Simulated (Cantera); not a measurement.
Input (Python, Cantera) and output of one run.

```python
import numpy as np
import cantera as ct

gas_names = """
    Fe FeO Fe(OH)2 H HO2 H2 H2O H2O2 H2S H2SO4 O OH O2 O3 S SH SO SO2 SO3 S2 S2O S8
""".split()
cond_names = """
    Fe(a) Fe(c) Fe(d) Fe(L) FeO(s) FeO(L) Fe(OH)2(s) Fe(OH)3(s) FeS(a) FeS(b) FeS(c) FeS(L) FeSO4(s)
    FeS2(s) Fe2O3(s) Fe2S3O12(s) Fe3O4(s) H2O(s) H2O(L) H2SO4(L) S(cr1) S(cr2) S(L)
""".split()


# ... load() reads the species with a 1 bar reference pressure and builds the phases ...
atoms = {
    'FeS': {'Fe': 1, 'S': 1},
    'H2S': {'H': 2, 'S': 1},
    'O2': {'O': 2},
    'SO2': {'S': 1, 'O': 2},
}
top_T = {'FeSO4(s)': 950, 'FeS2(s)': 1010, 'Fe2O3(s)': 1830, 'Fe2S3O12(s)': 1100, 'Fe3O4(s)': 1870}  # K; cautious upper limits of use, not melting points


# ... equilibrate(T, P, feed) seeds the gas with the atoms and calls Mixture.equilibrate('TP', solver="vcs", rtol=1e-11, max_steps=5000) ...
results = []
feed = {'FeS': 1, 'H2S': 0.097, 'O2': 1.2, 'SO2': 4}  # mol
P = 140000  # Pa
for T in [625, 775, 925, 1075, 1225, 1375, 1525, 1675, 1825]:
    mix = equilibrate(T, P, feed)
    results.append((T, P, feed, dict(zip(mix.species_names, mix.species_moles))))

top = {s: max(r[3][s] / sum(r[3][g] for g in gas_names) for r in results) for s in gas_names}
cols = sorted((s for s in top if top[s] > 0.0001), key=lambda s: -top[s])[:7]
seen = [c for c in cond_names if any(r[3].get(c, 0) > 1e-12 for r in results)]
print("log10 of partial pressures in bar; condensed amounts in mol")
print(f"{'T/K':>10s}" + "".join(f"{s[:9]:>10s}" for s in cols + seen))
for T, P, feed, n in results:
    ng = sum(n[g] for g in gas_names)
    print(f"{T:10.4g}" + "".join(f"{np.log10(max(n[s] / ng * P / 1e5, 1e-99)):10.3f}" for s in cols)
          + "".join(f"{n.get(c, 0):10.4g}" for c in seen))
```

Result:

```
log10 of partial pressures in bar; condensed amounts in mol
       T/K       SO2        S2       H2O        SO       S2O        H2       H2S    FeO(s)    FeO(L)    FeS(c)  FeSO4(s)   FeS2(s)  Fe3O4(s)
       625     0.135    -4.337    -1.456    -9.011    -4.294    -7.177    -4.427         0         0         0     0.685     0.315         0
       775     0.137    -3.026    -1.544    -6.714    -3.376    -5.894    -3.918         0         0         0         0    0.2261     0.258
       925     0.129    -1.674    -1.563    -5.050    -2.409    -4.850    -3.174         0         0    0.2651         0         0     0.245
      1075     0.122    -1.369    -1.566    -4.019    -2.214    -4.246    -3.126         0         0    0.1678         0         0    0.2774
      1225     0.111    -1.141    -1.571    -3.244    -2.072    -3.785    -3.087         0         0   0.03526         0         0    0.3216
      1375     0.108    -1.097    -1.573    -2.670    -2.058    -3.455    -3.156         0         0         0         0         0    0.3333
      1525     0.115    -1.253    -1.581    -2.252    -2.185    -3.246    -3.364         1         0         0         0         0         0
      1675     0.114    -1.267    -1.587    -1.885    -2.209    -3.041    -3.444         0         1         0         0         0         0
      1825     0.111    -1.294    -1.596    -1.583    -2.242    -2.875    -3.524         0         1         0         0         0         0
```

Cantera equilibrium calculation (NASA polynomials, part measured and part estimated; ideal gas, pure solids and liquids). Mutual solubility and eutectic melting of coexisting phases are not modelled. The tables' stoichiometric FeO is somewhat more stable than real wüstite, so its field is too wide. FeO, FeS: taken at fixed stoichiometry. Gases not in the tables: S3 to S7.
